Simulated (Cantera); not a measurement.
Mixture: 4.67 % C3H8, 19.5 % O2, 73.3 % N2, 2.61 % H2O, at 850000 Pa, adiabatic and at constant pressure. Ignition delay is the time to a rise of 400 K.

Computed with Cantera and GRI-Mech 3.0 (53 species, 325 reactions). GRI-Mech 3.0 was tuned for natural gas; its chemistry of propane as a main component is partial and can be far from experiment.

Task: Predict: delay at 1123 K; delay at 1223 K; delay at 1323 K; delay at 1423 K; delay at 1523 K; apparent activation energy between 1473 and 1573 K.

Result: 
```json
{
 "delay at 1123 K": "8.17 ms",
 "delay at 1223 K": "1.28 ms",
 "delay at 1323 K": "0.238 ms",
 "delay at 1423 K": "57.2 µs",
 "delay at 1523 K": "18.2 µs",
 "apparent activation energy between 1473 and 1573 K": "200 kJ/mol"
}
```
